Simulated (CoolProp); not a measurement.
n-decane along the isobar 3040 kPa: density (kg/m³) from the reference equation and from simpler models built on Tc = 344.5 °C, pc = 2101 kPa, ω = 0.488; each cubic takes its own stable root.

Model: reference Helmholtz-energy equation of state, Lemmon 2006, in CoolProp. It is a short technical equation, of lower accuracy than the large ones.

```json
[
 {"T (°C)": "181.25", "phase": "liquid", "reference": "604.3"},
 {"T (°C)": "193.95", "phase": "liquid", "reference": "593.0"},
 {"T (°C)": "206.75", "phase": "liquid", "reference": "581.2"},
 {"T (°C)": "219.45", "phase": "liquid", "reference": "569.0"},
 {"T (°C)": "232.15", "phase": "liquid", "reference": "556.4"},
 {"T (°C)": "244.95", "phase": "liquid", "reference": "543.1"},
 {"T (°C)": "257.65", "phase": "liquid", "reference": "529.1"},
 {"T (°C)": "270.45", "phase": "liquid", "reference": "514.1"},
 {"T (°C)": "283.15", "phase": "liquid", "reference": "498.1"},
 {"T (°C)": "295.85", "phase": "liquid", "reference": "480.7"},
 {"T (°C)": "308.65", "phase": "liquid", "reference": "461.2"},
 {"T (°C)": "321.35", "phase": "liquid", "reference": "439.2"},
 {"T (°C)": "334.15", "phase": "liquid", "reference": "413.2"},
 {"T (°C)": "346.85", "phase": "supercritical", "reference": "381.2"}
]
```

**Question.** How far does each simpler model (van der Waals, Redlich-Kwong, Soave-Redlich-Kwong) lie from the reference over these 14 states: mean and median of the absolute difference, and the worst?

**Answer.** 
- van der Waals: mean 41.5 %, median 42.3 %, worst -43.9 % at 181.25 °C and 3040 kPa
- Redlich-Kwong: mean 22.1 %, median 22.1 %, worst -23.3 % at 321.35 °C and 3040 kPa
- Soave-Redlich-Kwong: mean 17.7 %, median 16.8 %, worst -23.2 % at 346.85 °C and 3040 kPa
